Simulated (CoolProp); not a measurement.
Tetrahydrofuran at several states: density (kg/m³) from the reference equation and from simpler models built on Tc = 540.2 K, pc = 5304 kPa, ω = 0.234; each cubic takes its own stable root.

Computed with CoolProp (reference Helmholtz-energy equation of state, Fiedler 2023).

```csv
T (K),p (kPa),phase,reference
487,1250,gas,25.43
536.4,15000,liquid,604.4
408.7,95.5,gas,2.057
499.1,195,gas,3.444
423.5,11800,liquid,753.1
328.3,13900,liquid,862.2
```

Question: How far does each simpler model (van der Waals, Redlich-Kwong, Peng-Robinson) lie from the reference over these 6 states: mean and median of the absolute difference, and the worst?

Answer: 
- van der Waals: mean 17.3 %, median 15.9 %, worst -36.3 % at 328.3 K and 13900 kPa
- Redlich-Kwong: mean 4.9 %, median 4.5 %, worst -10.7 % at 536.4 K and 15000 kPa
- Peng-Robinson: mean 2.0 %, median 0.6 %, worst +5.3 % at 328.3 K and 13900 kPa
